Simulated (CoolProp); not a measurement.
The fluid at 568.35 K and 0.331 MPa flows at 0.23 m/s in a round tube of 12.7 mm bore and 45 µm roughness, fully developed (64/Re and Nu = 3.66 if laminar; Colebrook and Gnielinski if turbulent). The same conditions are run with several fluids, on thermodynamics alone (safety and materials aside).

Values from CoolProp's reference Helmholtz-energy equation of state of each fluid (ammonia: Gao 2020; ethylbenzene: Zhou 2012; m-xylene: Zhou 2012; benzene: Thol 2012; sulfur hexafluoride: Guder 2009).

**Question.** Rank ammonia, ethylbenzene, m-xylene, benzene, sulfur hexafluoride by Reynolds number, highest first.

**Answer.** m-xylene (1850), ethylbenzene (1710), benzene (1150), sulfur hexafluoride (1130), ammonia (171)

```csv
fluid,Darcy friction factor,pressure drop (Pa/m),heat-transfer coefficient (W/(m² K)),mass flow (kg/h)
ammonia,0.375,0.935,18.5,0.126
ethylbenzene,0.0375,0.608,10.8,0.816
m-xylene,0.0346,0.562,10.5,0.818
benzene,0.0559,0.651,10.9,0.587
sulfur hexafluoride,0.0566,1.21,9.35,1.08
```

Transport values come from each fluid's own correlations; those of ethylbenzene are estimates that may be off by 10 % or more.
